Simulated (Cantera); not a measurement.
Input: 1 mol Si3H8, 0.82 mol Cl2, 51 mol N2, equilibrated at 1723 K and 13.3 mbar.

These are equilibrium values from Cantera (NASA tables, ideal gas, pure condensed phases), not measurements of a reactor. Candidate condensed phases: NH4Cl, Si, Si3N4; 28 gas species. The feed counts by its element totals alone. The tables' values for SiCl3, SiCl are old estimates; treat these amounts as uncertain. Equilibrium is a limit: real reactors are often held back by kinetics, nucleation or transport.

Base state: N2 0.911, H2 0.0647, HCl 0.0182, SiCl2 0.00596, H 0.000402, Cl 8.76e-5, SiCl3 3.54e-5, SiCl 2.86e-5 (mole fractions); condensed: Si3N4(s).

Problem. What changes in the equilibrium state with this change: Si3H8 replaced by Si2H6?

Solution. 
| species | before | after |
|---|---|---|
| N2 | 0.911 | 0.929 |
| H2 | 0.0647 | 0.0473 |
| HCl | 0.0182 | 0.0167 |
| SiCl2 | 0.00596 | 0.00677 |
| SiCl3 | 3.54e-5 | 4.32e-5 |
| H | 0.000402 | 0.000343 |
| Cl | 8.76e-5 | 9.40e-5 |
| SiCl | 2.86e-5 | 3.03e-5 |
| Si | 2.48e-5 | 2.45e-5 |
| Si3N4(s), mol | 0.891 | 0.543 |
